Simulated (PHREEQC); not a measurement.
Brine

Solution (50 °C and 300 atm): 0.73 mol/kgw NaBr, 0.018 mol/kgw NaHCO3 and 0.44 mol/kgw MgCl2. Closed to the air; pH follows from the charge balance.

Equilibrium calculation in PHREEQC: ion-association model, wateq4f.dat.

No solid was allowed to form.

Problem. Predict the pH.

Solution. pH 6.90.

Problem. In which forms is C present?

Solution. MgHCO3+ 66 %, HCO3- 27 %, NaHCO3 3.4 %, CO2 2.1 %, MgCO3 1.2 % of the C.

Ionic strength above about 0.7 mol/kgw puts this run outside the model's range. Under pressure, the constants of complexes without a molar volume in the database are unreliable. At this temperature some constants are extrapolated from 25 °C, and those without enthalpy data are left unchanged.
